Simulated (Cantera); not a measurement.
A closed system holds: 1 mol SiH2Cl2, 400 mol H2, held at 1373.15 K and 1.00 bar.

Method: chemical equilibrium by Gibbs-energy minimisation in Cantera with the NASA 1993 tables (ideal gas, pure condensed phases). Candidate condensed phases: Si; 19 gas species. Rates play no part.

Base state: H2 0.995, HCl 0.00481, SiCl2 6.68e-5 (mole fractions); condensed: Si(s).

What changes in the equilibrium state with this change: H2 from 400 to 4.2 mol?


| species | before | after |
|---|---|---|
| H2 | 0.995 | 0.835 |
| HCl | 0.00481 | 0.0803 |
| SiCl4 | 2.66e-7 | 0.0296 |
| SiCl3 | 1.96e-6 | 0.0119 |
| SiHCl3 | 3.49e-6 | 0.0194 |
| SiCl2 | 6.68e-5 | 0.0222 |
| SiH2Cl2 | 6.77e-6 | 0.00189 |
| SiH3Cl | 3.75e-6 | 5.26e-5 |
| Si(s), mol | 0.966 | 0.501 |
The tables' values for SiCl3 are old estimates; treat these amounts as uncertain.

What changes in the equilibrium state with this change: H2 from 400 to 42 mol?


```tsv
species	before	after
H2	0.995	0.963
HCl	0.00481	0.0318
SiCl2	6.68e-5	0.00302
SiCl4	2.66e-7	0.000545
SiCl3	1.96e-6	0.000597
SiHCl3	3.49e-6	0.00104
SiH2Cl2	6.77e-6	0.000296
Si(s), mol	0.966	0.757
```
The tables' values for SiCl3 are old estimates; treat these amounts as uncertain.
